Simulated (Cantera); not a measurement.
Carbon deposition, reforming and gasification: CH₄ + NH₃

Feed: 1 mol CH₄, 0.43 mol NH₃.

Cantera equilibrium calculation (NASA polynomials, part measured and part estimated; ideal gas, pure solids and liquids). Candidate condensed phases: C, C₆H₆, C₇H₈, C₈H₁₈; 92 gas species. The ideal-gas law is rough above about 30 bar. Equilibrium is a limit: real reactors are often held back by kinetics, nucleation or transport.

Stable condensed phases:

```
T in °C \ P in Pa
               10       40      160      630     2500    10000    40000   160000   630000  2500000 10000000
   2652         A        A        A        B        B        B        B        B        B        B        B
   2602         A        A        A        B        B        B        B        B        B        B        B
   2552         A        A        B        B        B        B        B        B        B        B        B
   2502         A        A        B        B        B        B        B        B        B        B        B
   2452         A        B        B        B        B        B        B        B        B        B        B
   2402         A        B        B        B        B        B        B        B        B        B        B
   2352         B        B        B        B        B        B        B        B        B        B        B
   2302         B        B        B        B        B        B        B        B        B        B        B
   2252         B        B        B        B        B        B        B        B        B        B        B
   2202         B        B        B        B        B        B        B        B        B        B        B
   2152         B        B        B        B        B        B        B        B        B        B        B
   2102         B        B        B        B        B        B        B        B        B        B        B
   2052         B        B        B        B        B        B        B        B        B        B        B
```

A: gas only; B: C.
